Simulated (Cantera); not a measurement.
A closed system holds: 1 mol C3H6, 1 mol NH3, 16 mol H2, at 802 °C.

Equilibrium computed with Cantera from the NASA thermochemical tables; the gas is ideal and each condensed phase is pure. Candidate condensed phases: C, C6H6, C7H8, C8H18; 92 gas species. The ideal-gas law is rough above about 30 bar. Kinetics and transport are ignored.

Question: At 100 bar, list the 5 most abundant gas species with their mole fractions, and the condensed phases.

Answer: H2 0.803, CH4 0.167, N2 0.0258, NH3 0.00423, C2H6 1.14e-5. Condensed: gas only.
